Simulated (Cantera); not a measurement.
Feed: 1 mol CH₃F, 0.027 mol HCl, 2.4 mol H₂, equilibrated at 0.100 bar.

Equilibrium computed with Cantera from the NASA thermochemical tables; the gas is ideal and each condensed phase is pure. Candidate condensed phases: C, C₆H₆, C₇H₈, C₈H₁₈; 118 gas species. Equilibrium is a limit: real reactors are often held back by kinetics, nucleation or transport.

What share of the C ends up in condensed phases as a function of T (°C), at 675, 825, 975, 1125, 1275, 1425, 1575, 1725, 1875, 2025, 2175, 2325, 2475?


```json
[
 {"T (°C)": "675", "C condensed (%)": "95.7", "as": "C(graphite)"},
 {"T (°C)": "825", "C condensed (%)": "99.1", "as": "C(graphite)"},
 {"T (°C)": "975", "C condensed (%)": "99.7", "as": "C(graphite)"},
 {"T (°C)": "1125", "C condensed (%)": "99.9", "as": "C(graphite)"},
 {"T (°C)": "1275", "C condensed (%)": "99.9", "as": "C(graphite)"},
 {"T (°C)": "1425", "C condensed (%)": "99.9", "as": "C(graphite)"},
 {"T (°C)": "1575", "C condensed (%)": "99.8", "as": "C(graphite)"},
 {"T (°C)": "1725", "C condensed (%)": "99.5", "as": "C(graphite)"},
 {"T (°C)": "1875", "C condensed (%)": "98.7", "as": "C(graphite)"},
 {"T (°C)": "2025", "C condensed (%)": "97.1", "as": "C(graphite)"},
 {"T (°C)": "2175", "C condensed (%)": "94.3", "as": "C(graphite)"},
 {"T (°C)": "2325", "C condensed (%)": "89.6", "as": "C(graphite)"},
 {"T (°C)": "2475", "C condensed (%)": "82.5", "as": "C(graphite)"}
]
```
